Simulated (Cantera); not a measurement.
Gas mixture: 100 % CH3OH, at 510 Torr, frozen composition.

Cantera's kinetic-theory transport with the Lennard-Jones parameters of GRI-Mech 3.0, ideal gas; thermal conductivity in the multicomponent form. Polar gases are described roughly by these parameters.

One state of this run: ρ (kg/m³) = 0.524; cp (J/kg/K) = 1858; μ (µPa s) = 16.4; λ (mW/m/K) = 40.8; Pr = 0.748; D (cm²/s) H2O = 0.637; D (cm²/s) H2 = 2.33; D (cm²/s) N2 = 0.595. D: mixture-averaged diffusion coefficient of that species in the mixture.

Task: Which value of T (K) does it belong to?
A) 500
B) 900
C) 600
D) 1000

Result: A, 500
